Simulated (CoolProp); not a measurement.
Vapour-liquid equilibrium of CHF3 (R23) (1) + R152A (2) at 232.6 K; x and y are mole fractions of (1).

Values from CoolProp's multi-fluid Helmholtz-energy mixture model, Penoncello 2003 and Outcalt 1996; pair parameters Bell 2016.

| x | bubble pressure (bar) | y at the bubble point | dew pressure at overall composition x (bar) | liquid density (mol/L) |
|---|---|---|---|---|
| 0.05 | 0.7193 | 0.386 | 0.4815 | 15.96 |
| 0.125 | 1.128 | 0.633 | 0.5200 | 16.17 |
| 0.2 | 1.557 | 0.752 | 0.5651 | 16.38 |
| 0.275 | 2.004 | 0.823 | 0.6187 | 16.59 |
| 0.35 | 2.467 | 0.869 | 0.6836 | 16.80 |
| 0.425 | 2.944 | 0.901 | 0.7635 | 17.01 |
| 0.5 | 3.432 | 0.925 | 0.8645 | 17.20 |
| 0.575 | 3.931 | 0.943 | 0.9961 | 17.39 |
| 0.65 | 4.438 | 0.958 | 1.175 | 17.58 |
| 0.725 | 4.952 | 0.969 | 1.432 | 17.74 |
| 0.8 | 5.474 | 0.979 | 1.833 | 17.90 |
| 0.875 | 6.006 | 0.988 | 2.546 | 18.02 |
| 0.95 | 6.550 | 0.995 | 4.157 | 18.13 |

No azeotrope shows between x = 0.05 and 0.95.

The pair parameters rest on a limited set of measurements; away from them the model extrapolates.
